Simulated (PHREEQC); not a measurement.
A solution holds 12 mmol/kgw NH4HS, at 20 °C. Closed to the air; pH follows from the charge balance.

Model: ion-association model, phreeqc.dat, run in PHREEQC.

No solid was allowed to form.

**Question.** Predict the pH, specific conductance.

**Answer.** pH 8.21; specific conductance 1300 µS/cm.

**Question.** In which forms is N present?

**Answer.** NH4+ 95 %, NH3 5.4 % of the N.

Species that the database lacks are ignored.
